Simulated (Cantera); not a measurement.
Cantera run, input and output.

```python
import numpy as np
import cantera as ct

gas = ct.Solution("h2o2.yaml")
gas.TPX = 1100, 84000, {'H2': 1.1, 'O2': 1, 'N2': 1.9}
reactor = ct.IdealGasConstPressureReactor(gas, energy="off", clone=False)
net = ct.ReactorNet([reactor])
net.rtol, net.atol = 1e-08, 1e-18
show = ['H2', 'O2', 'H', 'HO2', 'OH', 'H2O2', 'H2O']
times = np.geomspace(1e-05, 200, 10)

steps = ct.SolutionArray(gas, extra=["t"])
rows = []
print(f"{'t/s':>10s}{'T/K':>9s}{'P/Pa':>11s}" + "".join(f"{s:>11s}" for s in show))
for t in times:
    while net.time < t:
        t_next = net.step()
        steps.append(gas.state, t=t_next)
    rows.append([np.interp(t, steps.t, y) for y in (steps.T, steps.P, *steps(*show).X.T)])
    print(f"{t:10.3e}{rows[-1][0]:9.1f}{rows[-1][1]:11.4g}" + "".join(f"{x:11.3e}" for x in rows[-1][2:]))
rate = np.gradient(steps.T, steps.t)
print("integrator steps:", len(steps.t))
if steps.T.max() > steps.T[0] + 200:
    print(f"time of steepest temperature rise: {steps.t[rate.argmax()]:.4e} s")
gas.TPX = 1100, 84000, {'H2': 1.1, 'O2': 1, 'N2': 1.9}
gas.equilibrate("TP")
print(f"equilibrium (TP): T = {gas.T:.1f} K  " + "  ".join(f"{s} {gas[s].X[0]:.3e}" for s in show))
```

Result:

```
       t/s      T/K       P/Pa         H2         O2          H        HO2         OH       H2O2        H2O
 1.000e-05   1100.0    8.4e+04  2.750e-01  2.500e-01  1.516e-08  9.988e-09  1.302e-09  2.076e-11  1.801e-08
 6.475e-05   1100.0    8.4e+04  2.525e-01  2.402e-01  8.739e-03  1.274e-04  1.020e-03  2.798e-06  1.869e-02
 4.192e-04   1100.0    8.4e+04  9.935e-03  1.346e-01  1.364e-05  1.217e-04  3.464e-05  4.943e-05  3.072e-01
 2.714e-03   1100.0    8.4e+04  5.728e-03  1.328e-01  2.936e-06  7.866e-05  1.243e-05  5.439e-05  3.121e-01
 1.758e-02   1100.0    8.4e+04  1.006e-03  1.309e-01  2.112e-07  2.340e-05  4.758e-06  5.902e-06  3.177e-01
 1.138e-01   1100.0    8.4e+04  6.748e-05  1.305e-01  3.126e-09  2.286e-06  9.508e-07  6.957e-08  3.188e-01
 7.368e-01   1100.0    8.4e+04  3.331e-07  1.304e-01  1.135e-11  2.275e-08  5.674e-07  3.573e-10  3.188e-01
 4.771e+00   1100.0    8.4e+04  1.279e-09  1.304e-01  1.014e-12  4.774e-09  1.127e-06  9.504e-10  3.188e-01
 3.089e+01   1100.0    8.4e+04  1.278e-09  1.304e-01  1.015e-12  4.769e-09  1.129e-06  9.536e-10  3.188e-01
 2.000e+02   1100.0    8.4e+04  1.278e-09  1.304e-01  1.015e-12  4.769e-09  1.129e-06  9.536e-10  3.188e-01
integrator steps: 1972
equilibrium (TP): T = 1100.0 K  H2 1.278e-09  O2 1.304e-01  H 1.015e-12  HO2 4.769e-09  OH 1.129e-06  H2O2 9.536e-10  H2O 3.188e-01
```

Model: the H2/O2 subset of GRI-Mech 3.0, which has no nitrogen chemistry, integrated in Cantera. The temperature is held fixed by assumption; the heat of reaction is taken as removed at once.
